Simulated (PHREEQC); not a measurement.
Consider water at 25 °C with 0.025 mol CuCl2, 0.00076 mol HCl and 0.0049 mol NaCl per kg of water. Closed to the air; pH follows from the charge balance.

Equilibrium calculation in PHREEQC: ion-association model, wateq4f.dat.

This is a speciation only: nothing precipitates in the calculation.

Problem. Order these Cu species by the share of Cu that they hold, largest first: Cu+2, CuCl+, CuCl2.

Solution. Cu+2 (94 %), CuCl+ (5.9 %), CuCl2 (0.10 %)

The pH is 3.20 and the ionic strength 0.0777 mol/kgw.
